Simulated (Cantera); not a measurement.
Cantera run:

```python
import numpy as np
import cantera as ct

gas_names = """
    B BH BH2 BH3 BO BO2 B2 B2O B2O2 B2O3 B3O3H3 H HBO HBO2 HO2 H2 H2O H2O2 H3B3O6 O OH O2 O3
""".split()
cond_names = """
    B(b) B(L) B2O3(L) B3O3H3(cr) H2O(s) H2O(L)
""".split()


# ... load() reads the species with a 1 bar reference pressure and builds the phases ...
atoms = {
    'B2H6': {'B': 2, 'H': 6},
    'H2O': {'H': 2, 'O': 1},
    'H2': {'H': 2},
}
top_T = {}  # K; cautious upper limits of use, not melting points


# ... equilibrate(T, P, feed) seeds the gas with the atoms and calls Mixture.equilibrate('TP', solver="vcs", rtol=1e-11, max_steps=5000) ...
results = []
feed = {'B2H6': 1, 'H2O': 0.066, 'H2': 120}  # mol
for P in [10, 28, 77, 220, 600, 1700, 4600, 13000, 36000, 100000]:
    for T in [898, 998, 1098, 1198, 1298, 1398, 1498, 1598, 1698, 1798, 1898, 1998, 2098, 2198]:
        mix = equilibrate(T, P, feed)
        results.append((T, P, feed, dict(zip(mix.species_names, mix.species_moles))))

for T, P, feed, n in results:
    print(f"{T:7g} {P:10.4g}  " + (" + ".join(c for c in cond_names if n.get(c, 0) > 1e-12) or "gas only"))
```

Output:

```
    898         10  B(b) + B2O3(L)
    998         10  B(b) + B2O3(L)
   1098         10  B(b)
   1198         10  B(b)
   1298         10  B(b)
   1398         10  B(b)
   1498         10  B(b)
   1598         10  B(b)
   1698         10  B(b)
   1798         10  B(b)
   1898         10  B(b)
   1998         10  B(b)
   2098         10  B(b)
   2198         10  gas only
    898         28  B(b) + B2O3(L)
    998         28  B(b) + B2O3(L)
   1098         28  B(b)
   1198         28  B(b)
   1298         28  B(b)
   1398         28  B(b)
   1498         28  B(b)
   1598         28  B(b)
   1698         28  B(b)
   1798         28  B(b)
   1898         28  B(b)
   1998         28  B(b)
   2098         28  B(b)
   2198         28  B(b)
    898         77  B(b) + B2O3(L)
    998         77  B(b) + B2O3(L)
   1098         77  B(b)
   1198         77  B(b)
   1298         77  B(b)
   1398         77  B(b)
   1498         77  B(b)
   1598         77  B(b)
   1698         77  B(b)
   1798         77  B(b)
   1898         77  B(b)
   1998         77  B(b)
   2098         77  B(b)
   2198         77  B(b)
    898        220  B(b)
    998        220  B(b)
   1098        220  B(b)
   1198        220  B(b)
   1298        220  B(b)
   1398        220  B(b)
   1498        220  B(b)
   1598        220  B(b)
   1698        220  B(b)
   1798        220  B(b)
   1898        220  B(b)
   1998        220  B(b)
   2098        220  B(b)
   2198        220  B(b)
    898        600  B(b)
    998        600  B(b)
   1098        600  B(b)
   1198        600  B(b)
   1298        600  B(b)
   1398        600  B(b)
   1498        600  B(b)
   1598        600  B(b)
   1698        600  B(b)
   1798        600  B(b)
   1898        600  B(b)
   1998        600  B(b)
   2098        600  B(b)
   2198        600  B(b)
    898       1700  B(b)
    998       1700  B(b)
   1098       1700  B(b)
   1198       1700  B(b)
   1298       1700  B(b)
   1398       1700  B(b)
   1498       1700  B(b)
   1598       1700  B(b)
   1698       1700  B(b)
   1798       1700  B(b)
   1898       1700  B(b)
   1998       1700  B(b)
   2098       1700  B(b)
   2198       1700  B(b)
    898       4600  B(b)
    998       4600  B(b)
   1098       4600  B(b)
   1198       4600  B(b)
   1298       4600  B(b)
   1398       4600  B(b)
   1498       4600  B(b)
   1598       4600  B(b)
   1698       4600  B(b)
   1798       4600  B(b)
   1898       4600  B(b)
   1998       4600  B(b)
   2098       4600  B(b)
   2198       4600  B(b)
    898    1.3e+04  B(b)
    998    1.3e+04  B(b)
   1098    1.3e+04  B(b)
   1198    1.3e+04  B(b)
   1298    1.3e+04  B(b)
   1398    1.3e+04  B(b)
   1498    1.3e+04  B(b)
   1598    1.3e+04  B(b)
   1698    1.3e+04  B(b)
   1798    1.3e+04  B(b)
   1898    1.3e+04  B(b)
   1998    1.3e+04  B(b)
   2098    1.3e+04  B(b)
   2198    1.3e+04  B(b)
    898    3.6e+04  B(b)
    998    3.6e+04  B(b)
   1098    3.6e+04  B(b)
   1198    3.6e+04  B(b)
   1298    3.6e+04  B(b)
   1398    3.6e+04  B(b)
   1498    3.6e+04  B(b)
   1598    3.6e+04  B(b)
   1698    3.6e+04  B(b)
   1798    3.6e+04  B(b)
   1898    3.6e+04  B(b)
   1998    3.6e+04  B(b)
   2098    3.6e+04  B(b)
   2198    3.6e+04  B(b)
    898      1e+05  B(b)
    998      1e+05  B(b)
   1098      1e+05  B(b)
   1198      1e+05  B(b)
   1298      1e+05  B(b)
   1398      1e+05  B(b)
   1498      1e+05  B(b)
   1598      1e+05  B(b)
   1698      1e+05  B(b)
   1798      1e+05  B(b)
   1898      1e+05  B(b)
   1998      1e+05  B(b)
   2098      1e+05  B(b)
   2198      1e+05  B(b)
```

Cantera equilibrium calculation (NASA polynomials, part measured and part estimated; ideal gas, pure solids and liquids). The feed counts by its element totals alone.
